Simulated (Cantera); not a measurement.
# Stirred combustor or abatement burner

A perfectly stirred reactor is fed with 8.23 % CH₃OH, 19.3 % O₂, 72.5 % N₂, at 500000 Pa; it is adiabatic with a 325 K inlet, and is followed from long to short residence time, starting on the burning branch (τ in s: 0.24, 0.079, 0.026, 0.0085, 0.0028, 0.00092, 0.0003, 9.9e-05, 3.2e-05, 1.1e-05, 3.5e-06).

Model: GRI-Mech 3.0 (53 species, 325 reactions), integrated in Cantera. GRI-Mech 3.0 was tuned for natural gas; its chemistry of methanol as a main component is partial and can be far from experiment.

| τ (s) | T (K) | x CH₃OH | x O₂ | x H₂O | x CH₄ | x HCO |
|---|---|---|---|---|---|---|
| 0.24 | 1809 | 8.86e-7 | 0.0663 | 0.158 | 1.49e-8 | 3.45e-9 |
| 0.079 | 1808 | 2.25e-6 | 0.0663 | 0.158 | 2.64e-8 | 1.05e-8 |
| 0.026 | 1805 | 5.27e-6 | 0.0664 | 0.158 | 3.73e-8 | 3.20e-8 |
| 0.0085 | 1800 | 1.18e-5 | 0.0665 | 0.157 | 4.84e-8 | 9.79e-8 |
| 0.0028 | 1790 | 2.58e-5 | 0.0669 | 0.157 | 7.07e-8 | 2.98e-7 |
| 0.00092 | 1770 | 5.73e-5 | 0.0679 | 0.156 | 1.50e-7 | 9.08e-7 |
| 0.00030 | 1724 | 0.000144 | 0.0707 | 0.155 | 5.75e-7 | 2.83e-6 |
| 9.9e-5 | 325 | 0.0823 | 0.193 | <1e-12 | <1e-12 | <1e-12 |
| 3.2e-5 | 325 | 0.0823 | 0.193 | <1e-12 | <1e-12 | <1e-12 |
| 1.1e-5 | 325 | 0.0823 | 0.193 | <1e-12 | <1e-12 | <1e-12 |
| 3.5e-6 | 325 | 0.0823 | 0.193 | <1e-12 | <1e-12 | <1e-12 |
x: mole fraction; the columns are a selection and need not sum to one.
